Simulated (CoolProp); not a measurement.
Vapour pressure (MPa) of 1-butene: the reference equation beside estimates from Tc = 419.3 K, pc = 4.006 MPa, ω = 0.192. Clausius-Clapeyron is anchored at 289.7 K with a constant enthalpy of vaporisation of 20.73 kJ/mol.

The numbers come from the reference Helmholtz-energy equation of state, Lemmon 2005 in CoolProp. It is a short technical equation, of lower accuracy than the large ones.

```json
[
 {"T (K)": "287.2", "reference": "0.2102", "Lee-Kesler": "0.2098", "Clausius-Clapeyron": "0.2116", "van der Waals": "0.7181", "Redlich-Kwong": "0.2908", "Soave-Redlich-Kwong": "0.2097", "Peng-Robinson": "0.2096"},
 {"T (K)": "289.7", "reference": "0.2281", "Lee-Kesler": "0.2278", "Clausius-Clapeyron": "0.2281", "van der Waals": "0.7510", "Redlich-Kwong": "0.3135", "Soave-Redlich-Kwong": "0.2277", "Peng-Robinson": "0.2274"},
 {"T (K)": "292.2", "reference": "0.2471", "Lee-Kesler": "0.2470", "Clausius-Clapeyron": "0.2455", "van der Waals": "0.7849", "Redlich-Kwong": "0.3373", "Soave-Redlich-Kwong": "0.2469", "Peng-Robinson": "0.2463"},
 {"T (K)": "294.7", "reference": "0.2673", "Lee-Kesler": "0.2675", "Clausius-Clapeyron": "0.2639", "van der Waals": "0.8198", "Redlich-Kwong": "0.3625", "Soave-Redlich-Kwong": "0.2673", "Peng-Robinson": "0.2664"},
 {"T (K)": "297.2", "reference": "0.2887", "Lee-Kesler": "0.2891", "Clausius-Clapeyron": "0.2834", "van der Waals": "0.8557", "Redlich-Kwong": "0.3889", "Soave-Redlich-Kwong": "0.2890", "Peng-Robinson": "0.2878"},
 {"T (K)": "299.6", "reference": "0.3105", "Lee-Kesler": "0.3111", "Clausius-Clapeyron": "0.3031", "van der Waals": "0.8910", "Redlich-Kwong": "0.4156", "Soave-Redlich-Kwong": "0.3110", "Peng-Robinson": "0.3095"},
 {"T (K)": "302.1", "reference": "0.3345", "Lee-Kesler": "0.3353", "Clausius-Clapeyron": "0.3247", "van der Waals": "0.9289", "Redlich-Kwong": "0.4448", "Soave-Redlich-Kwong": "0.3353", "Peng-Robinson": "0.3334"},
 {"T (K)": "304.6", "reference": "0.3598", "Lee-Kesler": "0.3610", "Clausius-Clapeyron": "0.3475", "van der Waals": "0.9678", "Redlich-Kwong": "0.4754", "Soave-Redlich-Kwong": "0.3610", "Peng-Robinson": "0.3587"},
 {"T (K)": "307.1", "reference": "0.3866", "Lee-Kesler": "0.3880", "Clausius-Clapeyron": "0.3714", "van der Waals": "1.008", "Redlich-Kwong": "0.5075", "Soave-Redlich-Kwong": "0.3881", "Peng-Robinson": "0.3854"},
 {"T (K)": "309.6", "reference": "0.4148", "Lee-Kesler": "0.4165", "Clausius-Clapeyron": "0.3966", "van der Waals": "1.049", "Redlich-Kwong": "0.5411", "Soave-Redlich-Kwong": "0.4168", "Peng-Robinson": "0.4136"},
 {"T (K)": "312.1", "reference": "0.4445", "Lee-Kesler": "0.4466", "Clausius-Clapeyron": "0.4230", "van der Waals": "1.091", "Redlich-Kwong": "0.5762", "Soave-Redlich-Kwong": "0.4470", "Peng-Robinson": "0.4433"},
 {"T (K)": "314.6", "reference": "0.4758", "Lee-Kesler": "0.4782", "Clausius-Clapeyron": "0.4507", "van der Waals": "1.134", "Redlich-Kwong": "0.6130", "Soave-Redlich-Kwong": "0.4788", "Peng-Robinson": "0.4746"},
 {"T (K)": "317.1", "reference": "0.5087", "Lee-Kesler": "0.5115", "Clausius-Clapeyron": "0.4798", "van der Waals": "1.178", "Redlich-Kwong": "0.6513", "Soave-Redlich-Kwong": "0.5123", "Peng-Robinson": "0.5076"}
]
```

Absolute difference from the reference over all 13 rows, mean and median: Lee-Kesler 0.3 and 0.2 %, Clausius-Clapeyron 2.9 and 2.9 %, van der Waals 181.1 and 177.7 %, Redlich-Kwong 33.1 and 33.0 %, Soave-Redlich-Kwong 0.3 and 0.2 %, Peng-Robinson 0.3 and 0.3 %.
